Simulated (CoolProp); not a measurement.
The numbers come from the reference Helmholtz-energy equation of state, Lemmon 2005 in CoolProp. It is a short technical equation, of lower accuracy than the large ones.

Q: For 1-butene, give the phase and the density (kg/m³), cp (kJ/(kg K)), expansivity (1/kK) at 299.4 K and 14900 kPa; 393.4 K and 14900 kPa; 449.8 K and 14900 kPa.

A: 
- 299.4 K and 14900 kPa: liquid; density 610, cp 2.23, expansivity 1.70
- 393.4 K and 14900 kPa: liquid; density 503, cp 2.65, expansivity 2.56
- 449.8 K and 14900 kPa: supercritical; density 423, cp 2.98, expansivity 3.68
